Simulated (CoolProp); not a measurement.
Values from CoolProp's reference Helmholtz-energy equation of state, Lemmon 2006. It is a short technical equation, of lower accuracy than the large ones.

**Question.** For carbon monoxide, give the phase and the cp (kJ/(kg K)), speed of sound (m/s) at 4.45 °C and 4.72 MPa; 158.05 °C and 4.72 MPa.

**Answer.** 
- 4.45 °C and 4.72 MPa: supercritical; cp 1.14, speed of sound 347
- 158.05 °C and 4.72 MPa: supercritical; cp 1.09, speed of sound 435
